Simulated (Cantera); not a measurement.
What does this Cantera script print?

```python
import numpy as np
import cantera as ct

gas_names = """
    AL ALCL ALCL2 ALCL3 ALH ALN AL2 AL2CL6 CL CL2 H HCL H2 N NH NH2 NH3 N2 N2H2 N2H4
""".split()
cond_names = """
    AL(cr) AL(L) ALCL3(s) ALCL3(L) ALN(s) NH4CL(a) NH4CL(b)
""".split()


def load(file, names, dense=False):
    # The tables refer to 1 bar. Condensed volumes are neglected.
    table = {s.name: s for s in ct.Species.list_from_file(file)}
    out = []
    for n in names:
        d = dict(table[n].input_data)
        d["thermo"] = dict(d["thermo"], **{"reference-pressure": 1e5})
        if dense:
            d["equation-of-state"] = {"model": "constant-volume", "density": "1e6 g/cm^3"}
        out.append(ct.Species.from_dict(d))
    return out


gas = ct.Solution(thermo="ideal-gas", species=load("nasa_gas.yaml", gas_names))
cond = {s.name: ct.Solution(thermo="fixed-stoichiometry", species=[s], name=s.name)
        for s in load("nasa_condensed.yaml", cond_names, dense=True)}
atoms = {
    'AlN': {'AL': 1, 'N': 1},
    'Cl2': {'CL': 2},
    'H2': {'H': 2},
}
top_T = {'ALN(s)': 2750}  # K; cautious upper limits of use, not melting points


def equilibrate(T, P, feed):
    n = {}
    for name, mol in feed.items():
        for a, k in atoms[name].items():
            n[a] = n.get(a, 0.0) + k * mol
    gas.TPX = T, P, n
    mass = sum(n.values()) * gas.mean_molecular_weight
    gas.equilibrate("TP")
    valid = [c for c in cond.values() if c.min_temp <= T <= top_T.get(c.name, c.max_temp)]
    mix = ct.Mixture([(gas, mass / gas.mean_molecular_weight)] + [(c, 0.0) for c in valid])
    mix.T, mix.P = T, P
    mix.equilibrate("TP", solver="vcs", rtol=1e-11, max_steps=5000)
    return mix


results = []
T = 975  # K
P = 1000  # Pa
for m in [0.031, 0.038, 0.048, 0.06, 0.074, 0.093, 0.12, 0.15, 0.18, 0.23, 0.28, 0.35, 0.44]:
    feed = {'AlN': 1, 'Cl2': m, 'H2': 0.21}  # mol
    mix = equilibrate(T, P, feed)
    results.append((T, P, feed, dict(zip(mix.species_names, mix.species_moles))))

top = {s: max(r[3][s] / sum(r[3][g] for g in gas_names) for r in results) for s in gas_names}
cols = sorted((s for s in top if top[s] > 0.001), key=lambda s: -top[s])[:9]
seen = [c for c in cond_names if any(r[3].get(c, 0) > 1e-12 for r in results)]
print("log10 of partial pressures in bar; condensed amounts in mol")
print(f"{'n(Cl2)':>10s}" + "".join(f"{s[:9]:>10s}" for s in cols + seen))
for T, P, feed, n in results:
    ng = sum(n[g] for g in gas_names)
    print(f"{feed['Cl2']:10.4g}" + "".join(f"{np.log10(max(n[s] / ng * P / 1e5, 1e-99)):10.3f}" for s in cols)
          + "".join(f"{n.get(c, 0):10.4g}" for c in seen))
```

Output:

```
log10 of partial pressures in bar; condensed amounts in mol
    n(Cl2)        H2     ALCL3        N2       HCL    ALN(s)
     0.031    -2.083    -3.251    -3.552    -3.051    0.9865
     0.038    -2.098    -3.157    -3.458    -3.012    0.9827
     0.048    -2.119    -3.054    -3.355    -2.971    0.9772
      0.06    -2.143    -2.961    -3.261    -2.936    0.9704
     0.074    -2.169    -2.878    -3.179    -2.908    0.9624
     0.093    -2.202    -2.794    -3.094    -2.883    0.9512
      0.12    -2.246    -2.707    -3.008    -2.861    0.9351
      0.15    -2.290    -2.638    -2.938    -2.849     0.917
      0.18    -2.331    -2.586    -2.886    -2.843    0.8987
      0.23    -2.392    -2.522    -2.823    -2.842    0.8678
      0.28    -2.447    -2.477    -2.778    -2.847    0.8366
      0.35    -2.515    -2.432    -2.732    -2.858    0.7926
      0.44    -2.591    -2.391    -2.691    -2.875    0.7355
```

These are equilibrium values from Cantera (NASA tables, ideal gas, pure condensed phases), not measurements of a reactor.
